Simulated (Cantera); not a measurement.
Input (Python, Cantera) and output of one run.

```python
import numpy as np
import cantera as ct

gas_names = """
    H HNO HNO2 HNO3 HO2 H2 H2O H2O2 N NH NH2 NH3 NH2OH NO NO2 NO3 N2 N2H2 N2H4 N2O O OH O2 O3 Si SiH
    SiH2 SiH3 SiH4 SiN SiO SiO2 Si2 Si2N Si3
""".split()
cond_names = """
    H2O(s) H2O(L) Si(cr) Si(L) SiO2(Lqz) SiO2(hqz) SiO2(L) Si2N2O(s) Si3N4(a)
""".split()


# ... load() reads the species with a 1 bar reference pressure and builds the phases ...
atoms = {
    'SiH4': {'Si': 1, 'H': 4},
    'NO': {'N': 1, 'O': 1},
    'N2': {'N': 2},
}
top_T = {'Si2N2O(s)': 2100, 'Si3N4(a)': 2400}  # K; cautious upper limits of use, not melting points


# ... equilibrate(T, P, feed) seeds the gas with the atoms and calls Mixture.equilibrate('TP', solver="vcs", rtol=1e-11, max_steps=5000) ...
results = []
T = 1450  # K
P = 2200  # Pa
for m in [2.6, 3.2, 4, 4.9, 6.1, 7.6, 9.4, 12, 14, 18, 22]:
    feed = {'SiH4': 1, 'NO': m, 'N2': 33}  # mol
    mix = equilibrate(T, P, feed)
    results.append((T, P, feed, dict(zip(mix.species_names, mix.species_moles))))

top = {s: max(r[3][s] / sum(r[3][g] for g in gas_names) for r in results) for s in gas_names}
cols = sorted((s for s in top if top[s] > 1e-05), key=lambda s: -top[s])[:5]
seen = [c for c in cond_names if any(r[3].get(c, 0) > 1e-12 for r in results)]
print("log10 of partial pressures in bar; condensed amounts in mol")
print(f"{'n(NO)':>10s}" + "".join(f"{s[:9]:>10s}" for s in cols + seen))
for T, P, feed, n in results:
    ng = sum(n[g] for g in gas_names)
    print(f"{feed['NO']:10.4g}" + "".join(f"{np.log10(max(n[s] / ng * P / 1e5, 1e-99)):10.3f}" for s in cols)
          + "".join(f"{n.get(c, 0):10.4g}" for c in seen))
```

It prints:

```
log10 of partial pressures in bar; condensed amounts in mol
     n(NO)        N2        O2       H2O        H2        NO SiO2(hqz)
       2.6    -1.682   -12.783    -3.439    -3.071    -9.864         1
       3.2    -1.682   -11.695    -3.142    -3.318    -9.320         1
         4    -1.682    -6.246    -2.925    -5.826    -6.596         1
       4.9    -1.687    -3.588    -2.935    -7.165    -5.269         1
       6.1    -1.693    -3.232    -2.949    -7.357    -5.094         1
       7.6    -1.700    -3.013    -2.965    -7.482    -4.988         1
       9.4    -1.709    -2.856    -2.984    -7.580    -4.914         1
        12    -1.720    -2.710    -3.010    -7.678    -4.847         1
        14    -1.728    -2.632    -3.029    -7.736    -4.812         1
        18    -1.742    -2.521    -3.065    -7.827    -4.763         1
        22    -1.755    -2.445    -3.097    -7.898    -4.731         1
```

These are equilibrium values from Cantera (NASA tables, ideal gas, pure condensed phases), not measurements of a reactor. The tables hold silica as quartz up to 1696 K and as liquid above; real silica turns to tridymite and cristobalite and melts near 1996 K.
